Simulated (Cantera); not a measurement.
A closed system holds: 1 mol SiF₄, 0.13 mol NO, 1.4 mol N₂, at 600 K and 690 Pa.

Equilibrium computed with Cantera from the NASA thermochemical tables; the gas is ideal and each condensed phase is pure. Candidate condensed phases: Si, SiO₂, Si₂N₂O, Si₃N₄; 28 gas species. Equilibrium is a limit: real reactors are often held back by kinetics, nucleation or transport.

Base state: N₂ 0.579, SiF₄ 0.395, O₂ 0.0257 (mole fractions); condensed: gas only.

What changes in the equilibrium state with this change: SiF₄ replaced by Si₂H₆?


```
species         before    after
--------------  ------  -------
H₂                   0    0.945
N₂               0.579   0.0551
NH₃                  0  6.19e-5
SiF₄             0.395        0
O₂              0.0257    <1e-9
Si₂N₂O(s), mol       0    0.130
Si₃N₄(s), mol        0    0.580
```
The feed counts by its element totals alone. Further candidate phases: H₂O.
